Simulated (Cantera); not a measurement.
**Ti + CO₂ + H₂ (metals in furnace atmospheres)**

Input: 1 mol Ti, 4.1 mol CO₂, a varied amount of H₂, held at 1550 K and 23.0 Pa.

These are equilibrium values from Cantera (NASA tables, ideal gas, pure condensed phases), not measurements of a reactor. Candidate condensed phases: C, C₆H₆, C₇H₈, C₈H₁₈, H₂O, Ti, TiC, TiO, TiO₂, Ti₂O₃, Ti₃O₅, Ti₄O₇; 113 gas species. Mutual solubility and eutectic melting of coexisting phases are not modelled. Condensed phases not in the tables: Magnéli phases beyond Ti₄O₇. The numbers say what is thermodynamically allowed, not how fast it happens.

```
n(H₂) (mol)   x H₂    x CO    x H₂O     x CO₂      x H     x OH  n TiO₂(rutile)  n Ti₄O₇(s)
-----------  -----  ------  -------  --------  -------  -------  --------------  ----------
7.6          0.502   0.317    0.146    0.0330  0.00147  1.44e-5            1.00           0
11           0.606   0.253    0.121    0.0181  0.00162  1.08e-5            1.00           0
16           0.700   0.194   0.0949   0.00943  0.00174  7.92e-6            1.00           0
22           0.766   0.152   0.0751   0.00531  0.00182  5.99e-6           1.000           0
32           0.829   0.111   0.0555   0.00265  0.00189  4.25e-6           1.000           0
45           0.873  0.0820   0.0413   0.00139  0.00194  3.09e-6           1.000           0
65           0.909  0.0586   0.0297  0.000684  0.00198  2.17e-6           1.000           0
93           0.934  0.0418   0.0214  0.000342  0.00201  1.54e-6           0.950      0.0124
130          0.950  0.0303   0.0173  0.000198  0.00202  1.24e-6               0       0.250
190          0.965  0.0210   0.0120   9.34e-5  0.00204  8.53e-7               0       0.250
270          0.974  0.0149  0.00852   4.66e-5  0.00205  6.02e-7               0       0.250
```
x: gas mole fraction; n: condensed amount in mol.

From 7.6 mol H₂ to 65 mol H₂ the condensed part is TiO₂(rutile). At 93 mol H₂ the condensed part is TiO₂(rutile) + Ti₄O₇(s). From 130 mol H₂ to 270 mol H₂ the condensed part is Ti₄O₇(s). The main Ti-bearing gas is TiO₂ throughout.
